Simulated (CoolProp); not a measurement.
Vapour-liquid equilibrium of R22 (1) + n-hexane (2) at 58.55 °C; x and y are mole fractions of (1).

Computed with CoolProp (multi-fluid Helmholtz-energy mixture model, Kamei 1995 and Thol 2019; pair parameters Bell 2016).

```csv
x,bubble pressure (kPa),y at the bubble point,dew pressure at overall composition x (kPa),liquid density (mol/L)
0.05,207.7,0.649,76.67,7.408
0.15,472.1,0.848,85.80,7.776
0.25,719.4,0.902,97.32,8.169
0.35,…,0.928,112.3,8.589
0.45,1150,0.943,132.8,9.038
0.55,1340,0.954,…,9.518
0.65,1527,…,208.2,10.03
0.75,1722,0.972,290.5,10.57
0.85,1940,…,479.3,11.14
0.95,2200,0.993,1268,…
```

Q: Some entries are withheld; supply them.

A: 
- 0.35, bubble pressure (kPa): 944.9
- 0.55, dew pressure at overall composition x (kPa): 162.2
- 0.65, y at the bubble point: 0.963
- 0.85, y at the bubble point: 0.982
- 0.95, liquid density (mol/L): 11.72

No azeotrope shows between x = 0.05 and 0.95.

Pair parameters are fitted to limited data, so mixtures are less certain than the pure fluids. The gap from Raoult's law changes sign with composition, which may be real or a fault of the pair parameters; it wasn't checked against measurements.
